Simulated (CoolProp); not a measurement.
Properties of n-heptane along the isotherm 326.85 °C.

The numbers come from the reference Helmholtz-energy equation of state, Span 2003 in CoolProp. It is a short technical equation, of lower accuracy than the large ones.

```tsv
p (kPa)	phase	expansivity (1/kK)	viscosity (µPa s)	Prandtl number
1070	gas	2.426	12.4	0.748
2130	gas	?	14.1	0.835
3200	supercritical	6.648	17.5	1.06
4270	supercritical	12.01	23.7	1.58
5330	supercritical	12.55	33.3	2.21
6400	supercritical	7.904	41.2	?
7470	supercritical	5.697	46.8	2.47
8530	supercritical	4.549	51.1	2.54
9600	supercritical	3.837	?	2.60
10700	supercritical	3.344	58.2	2.66
11700	supercritical	3.016	61.0	2.70
12800	supercritical	2.739	63.8	2.75
13900	supercritical	2.522	?	2.79
```

Task: Fill in the missing entries.

Result: 
- 2130, expansivity (1/kK): 3.815
- 6400, Prandtl number: 2.38
- 9600, viscosity (µPa s): 54.9
- 13900, viscosity (µPa s): 66.4

Viscosity comes from a separate model (Michailidou 2014). Thermal conductivity comes from a separate model (Assael 2013).
